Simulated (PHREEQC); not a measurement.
Acid rinse or clean: speciation

Consider water at 36 °C with 0.0016 mol/kgw HBr, 0.088 mol/kgw NiCl2 and 0.00026 mol/kgw KCl. Closed to the air; pH follows from the charge balance.

Computed with PHREEQC (ion-association model, wateq4f.dat).

Precipitation was switched off in this run.

Question: Predict the pH, ionic strength.

Answer: pH 2.90; ionic strength 0.241 mol/kgw.

Question: In which forms is Br present?

Answer: Br- 93 %, NiBr+ 6.6 % of the Br.

At this temperature some constants are extrapolated from 25 °C, and those without enthalpy data are left unchanged.
